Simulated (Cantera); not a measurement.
Feed: 1 mol Cu, 0.038 mol CO₂, 98 mol H₂, 2 mol CO, at 105 Torr.

Method: chemical equilibrium by Gibbs-energy minimisation in Cantera with the NASA 1993 tables (ideal gas, pure condensed phases). Candidate condensed phases: C, C₆H₆, C₇H₈, C₈H₁₈, Cu, CuO, Cu(OH)₂, Cu₂O, H₂O; 113 gas species. Equilibrium is a limit: real reactors are often held back by kinetics, nucleation or transport.

Question: What share of the Cu ends up in condensed phases as a function of T (°C), at 1350, 1375, 1400, 1425, 1450, 1475, 1500, 1525, 1550, 1575?

Answer: 
```json
[
 {"T (°C)": "1350", "Cu condensed (%)": "96.0", "as": "Cu(l)"},
 {"T (°C)": "1375", "Cu condensed (%)": "94.3", "as": "Cu(l)"},
 {"T (°C)": "1400", "Cu condensed (%)": "92.0", "as": "Cu(l)"},
 {"T (°C)": "1425", "Cu condensed (%)": "88.9", "as": "Cu(l)"},
 {"T (°C)": "1450", "Cu condensed (%)": "84.7", "as": "Cu(l)"},
 {"T (°C)": "1475", "Cu condensed (%)": "79.1", "as": "Cu(l)"},
 {"T (°C)": "1500", "Cu condensed (%)": "71.6", "as": "Cu(l)"},
 {"T (°C)": "1525", "Cu condensed (%)": "61.9", "as": "Cu(l)"},
 {"T (°C)": "1550", "Cu condensed (%)": "49.2", "as": "Cu(l)"},
 {"T (°C)": "1575", "Cu condensed (%)": "32.8", "as": "Cu(l)"}
]
```
